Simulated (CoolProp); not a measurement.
Isopentane at several states: density (kg/m³) from the reference equation and from simpler models built on Tc = 460.3 K, pc = 3378 kPa, ω = 0.227; each cubic takes its own stable root.

The numbers come from the reference Helmholtz-energy equation of state, Lemmon 2006 in CoolProp. It is a short technical equation, of lower accuracy than the large ones.

| T (K) | p (kPa) | phase | reference | van der Waals | Redlich-Kwong |
|---|---|---|---|---|---|
| 429 | 735 | gas | 16.56 | 16.20 | 16.47 |
| 377 | 1090 | liquid | 523.8 | 30.77 | 450.9 |
| 275.9 | 201 | liquid | 637.3 | 6.733 | 578.4 |

At some of these states van der Waals gives the other phase, because its saturation line lies elsewhere.
